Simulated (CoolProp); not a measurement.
Vapour-liquid equilibrium of n-heptane (1) + toluene (2) at 137.75 °C; x and y are mole fractions of (1).

The numbers come from the multi-fluid Helmholtz-energy mixture model, Span 2003 and Lemmon 2006; pair parameters Bell 2016 in CoolProp.

| x | bubble pressure (MPa) | y at the bubble point | dew pressure at overall composition x (MPa) | liquid density (mol/L) |
|---|---|---|---|---|
| 0.05 | 0.2148 | 0.083 | 0.2115 | 7.984 |
| 0.2 | 0.2347 | 0.279 | 0.2267 | 7.532 |
| 0.35 | 0.2496 | 0.432 | 0.2418 | 7.123 |
| 0.5 | 0.2610 | 0.566 | 0.2556 | 6.751 |
| 0.65 | 0.2700 | 0.694 | 0.2671 | 6.413 |
| 0.8 | 0.2769 | 0.822 | 0.2758 | 6.105 |
| 0.95 | 0.2821 | 0.954 | 0.2819 | 5.823 |

No azeotrope shows between x = 0.05 and 0.95.

Pair parameters are fitted to limited data, so mixtures are less certain than the pure fluids.
